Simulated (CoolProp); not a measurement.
Vapour-liquid equilibrium of carbon dioxide (1) + R125 (2) at 0.625 MPa; x and y are mole fractions of (1).

Model: multi-fluid Helmholtz-energy mixture model, Span 1996 and Lemmon 2005; pair parameters Bell 2016, in CoolProp.

Question: Give the bubble temperature and the first vapour's composition at x = 0.35, 0.55, 0.95. Is there an azeotrope?

Answer: x = 0.35: -34.3 °C, y = 0.768; x = 0.55: -42.1 °C, y = 0.873; x = 0.95: -51.2 °C, y = 0.986. No azeotrope shows between x = 0.05 and 0.95.

Pair parameters are fitted to limited data, so mixtures are less certain than the pure fluids.
